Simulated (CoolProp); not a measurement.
Computed with CoolProp (reference Helmholtz-energy equation of state, Lemmon 2006). It is a short technical equation, of lower accuracy than the large ones.

Problem. For C3F8 (R218), give the phase and the Z, speed of sound (m/s), isothermal compressibility (1/MPa), expansivity (1/kK) at 377.5 K and 2260 kPa; 377.5 K and 2550 kPa.

Solution. 
- 377.5 K and 2260 kPa: gas; Z 0.755, speed of sound 103, isothermal compressibility 0.618, expansivity 7.01
- 377.5 K and 2550 kPa: gas; Z 0.715, speed of sound 99.1, isothermal compressibility 0.588, expansivity 8.34
